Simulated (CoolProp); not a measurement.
A simple Rankine cycle with R236FA: condensing at 300.15 K, boiler at 1.87 MPa, turbine inlet 399 K, turbine efficiency 0.9, pump efficiency 0.8, no recuperator. Each further row changes one setting.

Values from CoolProp's reference Helmholtz-energy equation of state, Pan 2012.

```
case                             thermal efficiency (%)  net work (kJ/kg)  heat in (kJ/kg)  turbine exit temperature (K)  volume ratio over the turbine
-------------------------------  ----------------------  ----------------  ---------------  ----------------------------  -----------------------------
as stated                                          13.0               [?]              217                           [?]                           7.04
condensing temperature 292.15 K                    14.3              32.5              227                         344.2                           9.19
boiler pressure 1.31 MPa                            [?]              24.5              [?]                         362.2                           4.63
turbine efficiency 0.8                             11.4               [?]              217                           [?]                            [?]
```

Q: Complete the blanks.

A: 
- as stated, net work (kJ/kg): 28.2
- as stated, turbine exit temperature (K): 349.9
- boiler pressure 1.31 MPa, thermal efficiency (%): 10.9
- boiler pressure 1.31 MPa, heat in (kJ/kg): 225
- turbine efficiency 0.8, net work (kJ/kg): 24.9
- turbine efficiency 0.8, turbine exit temperature (K): 353.4
- turbine efficiency 0.8, volume ratio over the turbine: 7.13
